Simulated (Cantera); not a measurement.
Cantera run, input and output.

```python
import numpy as np
import cantera as ct

gas = ct.Solution("gri30.yaml")
gas.TPX = 600, 100000, {'CH4': 1, 'O2': 4.35, 'N2': 16.3}
inlet = ct.Reservoir(gas, clone=True)
gas.equilibrate("HP")  # start burning
reactor = ct.IdealGasConstPressureReactor(gas, energy="on", clone=False)
exhaust = ct.Reservoir(gas, clone=True)
tau = [0.042, 0.02, 0.0099, 0.0048, 0.0023, 0.0011, 0.00055, 0.00027, 0.00013, 6.2e-05, 3e-05, 1.5e-05, 7.1e-06][0]
for a, b in ((inlet, reactor), (reactor, exhaust)):
    ct.MassFlowController(a, b, mdot=lambda t: reactor.mass / tau)
net = ct.ReactorNet([reactor])
show = ['CH4', 'O2', 'H2O', 'OH', 'CH2', 'C2H2']

rows = []
print(f"{'tau/s':>10s}{'T/K':>9s}" + "".join(f"{s:>11s}" for s in show))
for tau in [0.042, 0.02, 0.0099, 0.0048, 0.0023, 0.0011, 0.00055, 0.00027, 0.00013, 6.2e-05, 3e-05, 1.5e-05, 7.1e-06]:
    net.initial_time = 0.0
    net.advance(30 * tau)
    before = gas.X
    net.advance(40 * tau)
    drift = np.max(np.abs(gas.X - before) / (gas.X + 1e-9))
    rows.append([gas.T, *gas[show].X, drift])
    print(f"{tau:10.3e}{gas.T:9.1f}" + "".join(f"{x:11.3e}" for x in gas[show].X))
```

Result:

```
     tau/s      T/K        CH4         O2        H2O         OH        CH2       C2H2
 4.200e-02   1639.5  2.627e-05  1.085e-01  9.170e-02  9.279e-04  4.875e-08  1.408e-09
 2.000e-02   1634.5  4.212e-05  1.086e-01  9.146e-02  1.155e-03  9.002e-08  1.876e-09
 9.900e-03   1627.2  6.620e-05  1.087e-01  9.113e-02  1.408e-03  1.574e-07  2.386e-09
 4.800e-03   1615.8  1.067e-04  1.090e-01  9.067e-02  1.696e-03  2.731e-07  3.056e-09
 2.300e-03   1597.6  1.782e-04  1.097e-01  8.999e-02  1.991e-03  4.674e-07  4.147e-09
 1.100e-03   1568.8  3.165e-04  1.109e-01  8.901e-02  2.221e-03  7.899e-07  6.550e-09
 5.500e-04   1524.6  6.172e-04  1.134e-01  8.754e-02  2.238e-03  1.316e-06  1.388e-08
 2.700e-04    600.0  4.619e-02  2.009e-01 -3.214e-17  2.211e-23  1.204e-33 -4.128e-22
 1.300e-04    600.0  4.619e-02  2.009e-01 -1.594e-19  1.049e-23  4.248e-36 -2.050e-24
 6.200e-05    600.0  4.619e-02  2.009e-01 -9.252e-21  5.102e-24 -1.474e-37 -1.197e-25
 3.000e-05    600.0  4.619e-02  2.009e-01 -5.722e-22  2.316e-24  1.002e-38 -7.562e-27
 1.500e-05    600.0  4.619e-02  2.009e-01 -3.346e-23  1.014e-24  9.962e-40 -4.777e-28
 7.100e-06    600.0  4.619e-02  2.009e-01 -1.634e-24  3.840e-25  6.532e-41 -3.017e-29
```

Computed with Cantera and GRI-Mech 3.0 (53 species, 325 reactions).
